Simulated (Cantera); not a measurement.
Charge: 1 mol Si, 1.8 mol NF₃, 0.37 mol N₂, 27 mol HCl, held at 0.0133 bar.

Cantera equilibrium calculation (NASA polynomials, part measured and part estimated; ideal gas, pure solids and liquids). Candidate condensed phases: NH₄Cl, Si, Si₃N₄; 49 gas species. The tables' values for SiF₃, SiCl₃ are old estimates; treat these amounts as uncertain. Equilibrium is a limit: real reactors are often held back by kinetics, nucleation or transport.

x: gas mole fraction; nothing condenses.

```
T (K)  x HCl    x HF      x Cl    x N₂  x SiF₄     x Cl₂   x SiCl₄
-----  -----  ------  --------  ------  ------  --------  --------
923    0.854  0.0467  0.000148  0.0424  0.0334    0.0233  3.40e-10
998    0.854  0.0467         ?  0.0424  0.0334    0.0231         ?
1073   0.854  0.0467   0.00140  0.0423  0.0333    0.0226   2.48e-8
1148   0.853  0.0466   0.00341  0.0423  0.0333    0.0216   1.39e-7
1223   0.851  0.0465         ?  0.0422  0.0332         ?         ?
1298   0.848  0.0464    0.0135  0.0421  0.0331    0.0164   2.37e-6
1373   0.845  0.0462    0.0219  0.0419  0.0330    0.0121   7.73e-6
1448   0.841  0.0461    0.0308  0.0417  0.0328   0.00763   2.21e-5
1523   0.838  0.0461    0.0377  0.0416  0.0327   0.00409   5.65e-5
1598   0.836  0.0463    0.0419  0.0415  0.0325   0.00199  0.000129
1673   0.833  0.0470    0.0444  0.0414  0.0321  0.000952  0.000261
```

**Question.** Some entries are withheld; supply them.

**Answer.** 
- 998, x Cl: 0.000496
- 998, x SiCl₄: 3.42e-9
- 1223, x Cl: 0.00726
- 1223, x Cl₂: 0.0196
- 1223, x SiCl₄: 6.28e-7
